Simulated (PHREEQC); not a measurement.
Make-up at 25 °C: 0.21 mol/kgw HNO3, 0.00047 mol/kgw Fe(NO3)3 and 0.005 mol/kgw CO2. Closed to the air; pH follows from the charge balance.

Computed with PHREEQC (ion-association model, wateq4f.dat).

The ionic strength comes out as 0.213 mol/kgw. What activity coefficients do H+, FeOH+2, NO3-, Fe+3 get?

H+ 0.79, FeOH+2 0.29, NO3- 0.69, Fe+3 0.13.

No solid was allowed to form. Saturation is exceeded, for instance for Hematite (slow to form); the values hold only as long as no solid forms.
